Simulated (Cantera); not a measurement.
Charge: 1 mol Si, 1 mol CO2, 2.2 mol H2, at 28.0 Pa.

Method: chemical equilibrium by Gibbs-energy minimisation in Cantera with the NASA 1993 tables (ideal gas, pure condensed phases). Candidate condensed phases: C, C6H6, C7H8, C8H18, H2O, Si, SiC, SiO2; 123 gas species. Mutual solubility and eutectic melting of coexisting phases are not modelled. The tables hold silica as quartz up to 1696 K and as liquid above; real silica turns to tridymite and cristobalite and melts near 1996 K. Rates play no part.

x: gas mole fraction; n: condensed amount in mol.

| T (K) | x H2 | x CO | x SiO | x H | x CH4 | x Si | x H2O | n C(graphite) | n SiO2(β-quartz) | n SiC(s) |
|---|---|---|---|---|---|---|---|---|---|---|
| 900 | 1.000 | 7.61e-6 | 2.16e-10 | 6.99e-9 | 8.74e-5 | <1e-12 | 5.17e-9 | 1.000 | 1.000 | 0 |
| 1000 | 1.000 | 0.000446 | 3.67e-8 | 1.36e-7 | 2.67e-5 | <1e-12 | 4.93e-8 | 0.998 | 1.000 | 0.000491 |
| 1100 | 0.988 | 0.0123 | 2.42e-6 | 1.54e-6 | 9.80e-6 | <1e-12 | 3.05e-7 | 0.959 | 0.986 | 0.0137 |
| 1200 | 0.805 | 0.194 | 7.86e-5 | 1.06e-5 | 2.87e-6 | ___ | 1.14e-6 | 0.203 | 0.734 | 0.266 |
| 1300 | 0.764 | 0.233 | 0.00303 | 5.78e-5 | 3.07e-7 | ___ | 1.90e-6 | 0 | 0.661 | 0.330 |
| 1400 | 0.694 | 0.234 | 0.0718 | 0.000242 | 3.72e-8 | ___ | 2.65e-6 | 0 | 0.515 | 0.257 |
| 1500 | 0.523 | 0.238 | 0.238 | 0.000761 | 4.29e-9 | ___ | 2.75e-6 | 0 | 0 | 0 |
| 1600 | 0.522 | 0.238 | 0.238 | 0.00235 | 6.45e-10 | ___ | 5.87e-6 | 0 | 0 | 0 |
| 1700 | 0.519 | 0.237 | 0.237 | 0.00634 | 1.20e-10 | ___ | 1.15e-5 | 0 | 0 | 0 |

Question: Fill in the missing entries.

Answer: 
- 1200, x Si: 8.35e-12
- 1300, x Si: 1.91e-9
- 1400, x Si: 2.21e-7
- 1500, x Si: 3.04e-6
- 1600, x Si: 6.54e-6
- 1700, x Si: 1.27e-5
